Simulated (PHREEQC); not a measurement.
A PHREEQC speciation (ion-association model, wateq4f.dat) at 25 °C gives pH 7.36 and these molalities:

| species | mol/kgw |
|---|---|
| Li+ | 0.849 |
| SO4-2 | 0.353 |
| LiSO4- | 0.192 |
| K+ | 0.0730 |
| KSO4- | 0.0230 |

Task: What are the element totals, and what could have been dissolved in 1 kg of water to give them?

Result: This is not unique; one that fits is totals K 0.0960, Li 1.04, S(6) 0.568 mol/kgw, from 0.52 mol/kgw Li2SO4 and 0.048 mol/kgw K2SO4.

This is a speciation only: nothing precipitates in the calculation. Caution: at this ionic strength the ion-association model is outside its range; a Pitzer model would be the better tool where its parameters exist.
